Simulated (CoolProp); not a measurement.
Vapour-liquid equilibrium of benzene (1) + o-xylene (2) at 546 kPa; x and y are mole fractions of (1).

Model: multi-fluid Helmholtz-energy mixture model, Thol 2012 and Zhou 2012; pair parameters Bell 2016, in CoolProp.

| x | bubble temperature (°C) | y at the bubble point | dew temperature at overall composition x (°C) | liquid density (mol/L) |
|---|---|---|---|---|
| 0.05 | 216.4 | 0.125 | 219.6 | 6.599 |
| 0.2 | 199.3 | 0.453 | 212.9 | 7.020 |
| 0.35 | 183.6 | 0.673 | 205.2 | 7.449 |
| 0.5 | 171.2 | 0.804 | 196.3 | 7.870 |
| 0.65 | 161.9 | 0.884 | 185.5 | 8.291 |
| 0.8 | 154.8 | 0.939 | 171.7 | 8.730 |
| 0.95 | 148.8 | 0.985 | 153.3 | 9.214 |

No azeotrope shows between x = 0.05 and 0.95.

The pair parameters rest on a limited set of measurements; away from them the model extrapolates. The gap from Raoult's law changes sign with composition, which may be real or a fault of the pair parameters; it wasn't checked against measurements.
